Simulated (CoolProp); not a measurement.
Vapour-liquid equilibrium of R125 (1) + R115 (2) at 8.95 bar; x and y are mole fractions of (1).

Values from CoolProp's multi-fluid Helmholtz-energy mixture model, Lemmon 2005 and Lemmon 2016; pair parameters Bell 2016.

```csv
x,"bubble temperature, mixture model (K)","bubble temperature, Raoult's law (K)","y, mixture model","y, Raoult's law"
0.05,295.5,296.8,0.093,0.074
0.125,292.5,295.4,0.209,0.179
0.2,290.2,294.0,0.306,0.276
0.275,288.3,292.7,0.387,0.366
0.35,286.8,291.5,0.459,0.451
0.425,285.6,290.3,0.523,0.530
0.5,284.6,289.2,0.582,0.604
0.575,283.8,288.1,0.639,0.673
0.65,283.2,287.1,0.695,0.739
0.725,282.7,286.0,0.752,0.801
0.8,282.4,285.1,0.811,0.859
0.875,282.3,284.1,0.875,0.914
0.95,282.4,283.2,0.947,0.967
```

The largest gap from Raoult's law is -4.7 K in bubble temperature, at x = 0.425. y crosses x between x = 0.875 and 0.95: the model has an azeotrope there.

The pair parameters rest on a limited set of measurements; away from them the model extrapolates.
